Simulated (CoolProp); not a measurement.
Properties of propylene along the isobar 222 bar (Tc = 91.1 °C, pc = 45.55 bar, ω = 0.146).

Model: reference Helmholtz-energy equation of state, Lemmon 2013, in CoolProp.

```tsv
T (°C)	phase	Z	speed of sound (m/s)	Joule-Thomson coefficient (K/MPa)	Prandtl number
3.55	liquid	0.7036	1082	?	2.44
23.45	liquid	?	987.4	-0.3035	2.29
43.35	liquid	0.6673	897.6	-0.2334	?
63.25	liquid	0.6572	812.9	-0.1495	2.11
83.15	liquid	0.6524	733.7	-0.04827	2.04
103.05	supercritical	0.6529	?	0.07384	1.99
122.85	supercritical	0.6588	595.5	0.2190	1.93
142.75	supercritical	0.6704	538.4	0.3883	1.87
162.65	supercritical	?	490.9	0.5744	1.79
182.55	supercritical	0.7102	453.7	0.7617	1.71
202.45	supercritical	0.7368	426.8	0.9284	1.61
222.35	supercritical	?	408.8	1.055	1.52
242.15	supercritical	0.7949	398.1	1.135	1.43
262.05	supercritical	0.8235	392.7	1.171	?
281.95	supercritical	0.8503	391.1	1.174	1.30
301.85	supercritical	0.8750	391.9	1.152	1.24
```

**Question.** What belongs in the gaps?

**Answer.** 
- 3.55, Joule-Thomson coefficient (K/MPa): -0.3622
- 23.45, Z: 0.6826
- 43.35, Prandtl number: 2.18
- 103.05, speed of sound (m/s): 660.8
- 162.65, Z: 0.6877
- 222.35, Z: 0.7657
- 262.05, Prandtl number: 1.36

Viscosity comes from a separate model (Huber 2003), an estimate that may be off by 10 % or more. Thermal conductivity comes from a separate model (Huber 2003), an estimate that may be off by 10 % or more.
